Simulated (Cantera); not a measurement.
Input: 1 mol MgO, 0.23 mol SO3, 0.24 mol CO2, held at 10.0 mbar.

Cantera equilibrium calculation (NASA polynomials, part measured and part estimated; ideal gas, pure solids and liquids). Candidate condensed phases: C, Mg, MgCO3, MgO, MgS, MgSO4, S; 26 gas species. Rates play no part. All values below are at 700 °C.

Base state: CO2 0.983, SO2 0.0109, O2 0.00546, SO3 0.000202 (mole fractions); condensed: MgO(s) + MgSO4(s).

Question: What changes in the equilibrium state with this change: pressure from 10.0 mbar to 2.30 bar?

Answer: 
| species | before | after |
|---|---|---|
| CO2 | 0.983 | 1.000 |
| SO2 | 0.0109 | 4.74e-5 |
| O2 | 0.00546 | 2.37e-5 |
| SO3 | 0.000202 | 8.77e-7 |
| MgO(s), mol | 0.773 | 0.770 |
| MgSO4(s), mol | 0.227 | 0.230 |
